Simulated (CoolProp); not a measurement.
Computed with CoolProp (reference Helmholtz-energy equation of state, Gao 2022).

Q: For n-perfluorobutane, give the phase and the cp (kJ/(kg K)), Joule-Thomson coefficient (K/MPa) at 415.4 K and 0.0433 MPa; 415.4 K and 0.224 MPa; 415.4 K and 0.51 MPa.

A: 
- 415.4 K and 0.0433 MPa: gas; cp 0.963, Joule-Thomson coefficient 5.90
- 415.4 K and 0.224 MPa: gas; cp 0.968, Joule-Thomson coefficient 6.10
- 415.4 K and 0.51 MPa: gas; cp 0.978, Joule-Thomson coefficient 6.45
